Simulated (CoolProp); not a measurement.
Vapour-liquid equilibrium of R1234yf (1) + R1234ze(E) (2) at 200.9 K; x and y are mole fractions of (1).

Model: multi-fluid Helmholtz-energy mixture model, Lemmon 2022 and Thol 2016; pair parameters Bell 2022, in CoolProp.

```csv
x,"bubble pressure, mixture model (MPa)","bubble pressure, Raoult's law (MPa)","y, mixture model","y, Raoult's law"
0.05,___,0.004906,0.105,0.097
0.125,___,0.005272,0.237,0.226
0.2,0.005752,0.005638,0.347,0.338
0.275,0.006127,0.006004,0.442,0.437
0.35,0.006492,0.006370,0.525,0.524
0.425,0.006849,0.006735,0.600,0.602
0.5,0.007201,0.007101,0.667,0.672
0.575,0.007551,0.007467,0.729,0.735
0.65,0.007900,0.007833,___,0.792
0.725,0.008250,0.008198,0.838,0.844
0.8,___,0.008564,0.887,0.891
0.875,0.008951,0.008930,___,0.935
0.95,___,0.009296,0.974,0.975
```

What belongs in the gaps?


- 0.05, bubble pressure, mixture model (MPa): 0.004951
- 0.125, bubble pressure, mixture model (MPa): 0.005361
- 0.65, y, mixture model: 0.785
- 0.8, bubble pressure, mixture model (MPa): 0.008600
- 0.875, y, mixture model: 0.932
- 0.95, bubble pressure, mixture model (MPa): 0.009304

The largest gap from Raoult's law is +2.0 % in bubble pressure, at x = 0.275. No azeotrope shows between x = 0.05 and 0.95.

The pair parameters rest on a limited set of measurements; away from them the model extrapolates.
